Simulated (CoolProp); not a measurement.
Vapour-liquid equilibrium of diethyl ether (1) + ethanol (2) at 11 bar; x and y are mole fractions of (1).

Computed with CoolProp (multi-fluid Helmholtz-energy mixture model, Thol 2014 and Schroeder 2014; pair parameters Bell 2016).

| x | bubble temperature, mixture model (°C) | bubble temperature, Raoult's law (°C) | y, mixture model | y, Raoult's law |
|---|---|---|---|---|
| 0.05 | 151.1 | 153.0 | 0.113 | 0.085 |
| 0.125 | 146.5 | 150.7 | 0.256 | 0.205 |
| 0.2 | 142.5 | 148.4 | 0.370 | 0.315 |
| 0.275 | 139.1 | 146.0 | 0.461 | 0.415 |
| 0.35 | 136.2 | 143.7 | 0.536 | 0.507 |
| 0.425 | 133.8 | 141.4 | 0.598 | 0.590 |
| 0.5 | 131.8 | 139.1 | 0.652 | 0.665 |
| 0.575 | 130.1 | 136.8 | 0.701 | 0.732 |
| 0.65 | 128.6 | 134.5 | 0.747 | 0.793 |
| 0.725 | 127.3 | 132.3 | 0.794 | 0.847 |
| 0.8 | 126.2 | 130.0 | 0.843 | 0.896 |
| 0.875 | 125.3 | 127.9 | 0.896 | 0.939 |
| 0.95 | 124.6 | 125.7 | 0.955 | 0.977 |

The largest gap from Raoult's law is -7.6 K in bubble temperature, at x = 0.425. No azeotrope shows between x = 0.05 and 0.95.

The pair parameters rest on a limited set of measurements; away from them the model extrapolates.
